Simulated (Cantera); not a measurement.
Cantera run, input and output.

```python
import numpy as np
import cantera as ct

gas = ct.Solution("gri30.yaml")
gas.TPX = 1425, 1000000, {'CH4': 1, 'CO2': 2, 'H2': 1.5}
reactor = ct.IdealGasConstPressureReactor(gas, energy="off", clone=False)
net = ct.ReactorNet([reactor])
net.rtol, net.atol = 1e-08, 1e-18
show = ['CH4', 'CO2', 'H2', 'C2H4', 'CH3', 'H']
times = np.geomspace(0.0005, 30, 9)

steps = ct.SolutionArray(gas, extra=["t"])
rows = []
print(f"{'t/s':>10s}{'T/K':>9s}{'P/Pa':>11s}" + "".join(f"{s:>11s}" for s in show))
for t in times:
    while net.time < t:
        t_next = net.step()
        steps.append(gas.state, t=t_next)
    rows.append([np.interp(t, steps.t, y) for y in (steps.T, steps.P, *steps(*show).X.T)])
    print(f"{t:10.3e}{rows[-1][0]:9.1f}{rows[-1][1]:11.4g}" + "".join(f"{x:11.3e}" for x in rows[-1][2:]))
rate = np.gradient(steps.T, steps.t)
print("integrator steps:", len(steps.t))
if steps.T.max() > steps.T[0] + 200:
    print(f"time of steepest temperature rise: {steps.t[rate.argmax()]:.4e} s")
gas.TPX = 1425, 1000000, {'CH4': 1, 'CO2': 2, 'H2': 1.5}
gas.equilibrate("TP")
print(f"equilibrium (TP): T = {gas.T:.1f} K  " + "  ".join(f"{s} {gas[s].X[0]:.3e}" for s in show))
```

Result:

```
       t/s      T/K       P/Pa        CH4        CO2         H2       C2H4        CH3          H
 5.000e-04   1425.0      1e+06  2.222e-01  4.442e-01  3.331e-01  3.237e-06  1.098e-05  8.161e-07
 1.978e-03   1425.0      1e+06  2.220e-01  4.434e-01  3.324e-01  3.847e-05  1.193e-05  8.855e-07
 7.825e-03   1425.0      1e+06  2.213e-01  4.398e-01  3.294e-01  2.708e-04  1.259e-05  9.285e-07
 3.096e-02   1425.0      1e+06  2.190e-01  4.256e-01  3.177e-01  1.038e-03  1.313e-05  9.442e-07
 1.225e-01   1425.0      1e+06  2.108e-01  3.743e-01  2.753e-01  3.180e-03  1.445e-05  9.351e-07
 4.845e-01   1425.0      1e+06  1.851e-01  2.520e-01  1.830e-01  8.418e-03  1.625e-05  7.983e-07
 1.917e+00   1425.0      1e+06  1.489e-01  1.754e-01  1.555e-01  1.383e-02  1.627e-05  8.468e-07
 7.583e+00   1425.0      1e+06  1.428e-01  1.602e-01  1.733e-01  1.054e-02  1.489e-05  9.001e-07
 3.000e+01   1425.0      1e+06  1.234e-01  1.311e-01  2.171e-01  5.028e-03  1.150e-05  1.008e-06
integrator steps: 1052
equilibrium (TP): T = 1425.0 K  CH4 3.406e-04  CO2 4.602e-02  H2 4.299e-01  C2H4 9.898e-09  CH3 2.265e-08  H 1.424e-06
```

Cantera simulation using GRI-Mech 3.0 (53 species, 325 reactions); the numbers are that mechanism's predictions, not measurements.
